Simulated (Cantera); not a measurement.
# Premixed flame

A freely propagating, adiabatic, planar premixed flame of CH4 : O2 : N2 = 1 : 1.43 : 5.37 (molar parts), equivalence ratio 1.4, unburnt at 675 K and 1.01 bar; mixture-averaged transport, grid criteria slope 0.08 and curve 0.16, no radiation.

Detailed kinetics in Cantera: GRI-Mech 3.0 (53 species, 325 reactions). Burning velocities carry a grid error of a few per cent, more on coarse grids.

```json
[
 {"z (mm)": "-1.27", "T (K)": "675", "u (m/s)": "1.01", "x CH4": "0.128", "x O2": "0.183", "x H2O": "0.000106", "x NO": "<1e-8", "x C2H2": "4.81e-8", "x CH2": "<1e-8"},
 {"z (mm)": "-0.847", "T (K)": "680", "u (m/s)": "1.02", "x CH4": "0.126", "x O2": "0.181", "x H2O": "0.000948", "x NO": "2.64e-8", "x C2H2": "8.02e-7", "x CH2": "<1e-8"},
 {"z (mm)": "-0.635", "T (K)": "696", "u (m/s)": "1.05", "x CH4": "0.124", "x O2": "0.179", "x H2O": "0.00337", "x NO": "1.21e-7", "x C2H2": "4.33e-6", "x CH2": "<1e-8"},
 {"z (mm)": "-0.424", "T (K)": "790", "u (m/s)": "1.21", "x CH4": "0.115", "x O2": "0.171", "x H2O": "0.0157", "x NO": "9.03e-7", "x C2H2": "3.97e-5", "x CH2": "<1e-8"},
 {"z (mm)": "-0.212", "T (K)": "1199", "u (m/s)": "1.88", "x CH4": "0.0794", "x O2": "0.131", "x H2O": "0.0640", "x NO": "6.37e-6", "x C2H2": "0.000344", "x CH2": "2.41e-7"},
 {"z (mm)": "-0.106", "T (K)": "1572", "u (m/s)": "2.51", "x CH4": "0.0446", "x O2": "0.0881", "x H2O": "0.108", "x NO": "1.37e-5", "x C2H2": "0.000887", "x CH2": "9.90e-6"},
 {"z (mm)": "0", "T (K)": "1914", "u (m/s)": "3.09", "x CH4": "0.0136", "x O2": "0.0413", "x H2O": "0.149", "x NO": "2.66e-5", "x C2H2": "0.00166", "x CH2": "8.13e-5"},
 {"z (mm)": "0.106", "T (K)": "2090", "u (m/s)": "3.39", "x CH4": "0.00224", "x O2": "0.0141", "x H2O": "0.170", "x NO": "4.73e-5", "x C2H2": "0.00115", "x CH2": "8.79e-5"},
 {"z (mm)": "0.212", "T (K)": "2147", "u (m/s)": "3.48", "x CH4": "0.000313", "x O2": "0.00442", "x H2O": "0.176", "x NO": "7.09e-5", "x C2H2": "0.000392", "x CH2": "2.87e-5"},
 {"z (mm)": "0.424", "T (K)": "2172", "u (m/s)": "3.51", "x CH4": "9.72e-6", "x O2": "0.000742", "x H2O": "0.176", "x NO": "0.000103", "x C2H2": "3.30e-5", "x CH2": "1.51e-6"},
 {"z (mm)": "0.847", "T (K)": "2186", "u (m/s)": "3.53", "x CH4": "6.77e-8", "x O2": "0.000320", "x H2O": "0.175", "x NO": "0.000127", "x C2H2": "4.65e-7", "x CH2": "1.33e-8"},
 {"z (mm)": "1.69", "T (K)": "2201", "u (m/s)": "3.55", "x CH4": "<1e-8", "x O2": "0.000216", "x H2O": "0.176", "x NO": "0.000138", "x C2H2": "<1e-8", "x CH2": "<1e-8"},
 {"z (mm)": "3.39", "T (K)": "2218", "u (m/s)": "3.57", "x CH4": "<1e-8", "x O2": "0.000123", "x H2O": "0.177", "x NO": "0.000142", "x C2H2": "<1e-8", "x CH2": "<1e-8"}
]
```
x: mole fraction of selected species; z is measured from the peak of heat release.

| Quantity | Result |
|---|---|
| laminar burning velocity | 101 cm/s |
| thermal thickness | 0.424 mm |
| peak x(C2H2) | 0.00168 |
| peak x(CH2) | 0.000105 |
| grid points | 136 |
